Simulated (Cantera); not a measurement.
Cantera with NASA thermochemical tables; ideal gases at 1 bar, condensed phases pure. Values are per mole of reaction as written; species without (g) are pure solids or liquids, kept so even where they would boil at 1 bar.

7 Nb + 2 N2O(g) + 12 OH(g) = 4 NH3(g) + 7 NbO2(g)

```tsv
T (K)	ΔH° (kJ)	ΔS° (J/K)	ΔG° (kJ)	log10 K
300	(withheld)	(withheld)	(withheld)	(withheld)
523	-2248.2	-292.9	-2095.1	209.24
573	-2253.1	-301.8	-2080.2	189.63
623	-2257.5	-309.2	-2064.9	173.13
673	-2261.6	-315.5	-2049.3	159.05
723	(withheld)	(withheld)	(withheld)	(withheld)
773	-2268.9	-325.7	-2017.2	136.31
823	-2272.4	-329.9	-2000.8	126.99
873	-2275.7	-333.8	-1984.2	118.72
923	-2278.9	-337.4	-1967.4	111.34
973	-2282.0	-340.7	-1950.5	104.71
```

Task: What belongs in the gaps?

Result: 
- 300, ΔH° (kJ): -2219.4
- 300, ΔS° (J/K): -219.6
- 300, ΔG° (kJ): -2153.5
- 300, log10 K: 374.96
- 723, ΔH° (kJ): -2265.4
- 723, ΔS° (J/K): -320.9
- 723, ΔG° (kJ): -2033.4
- 723, log10 K: 146.90
